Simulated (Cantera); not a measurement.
Predominance diagram of Ca at 627 °C against the partial pressures of O₂ and F₂ (log10, bar). Standard-state values (1 bar) from the NASA 1993 polynomials, evaluated with Cantera. Candidates: Ca(s), CaF₂(s), CaO(s). Only these pure phases compete in this equilibrium. Not in the tables: oxide halides.

```
log p(F₂) \ log p(O₂)
        columns: -31, -29.4, -27.7, -26.1, -24.5, -22.8, -21.2, -19.6, -17.9, -16.3, -14.7, -13.1, -11.4, -9.8, -8.2, -6.5, -4.9, -3.3, -1.6, 0
      1  A A A A A A A A A A A A A A A A A A A A
     -4  A A A A A A A A A A A A A A A A A A A A
     -9  A A A A A A A A A A A A A A A A A A A A
    -14  A A A A A A A A A A A A A A A A A A A A
    -19  A A A A A A A A A A A A A A A A A A A A
    -24  A A A A A A A A A A A A A A A A A A A A
    -29  A A A A A A A A A A A A A A A A A A A A
    -34  A A A A A A A A A A A A A A A A B B B B
    -39  A A A A A A A A A A B B B B B B B B B B
    -44  A A A B B B B B B B B B B B B B B B B B
```

A: CaF₂(s); B: CaO(s).
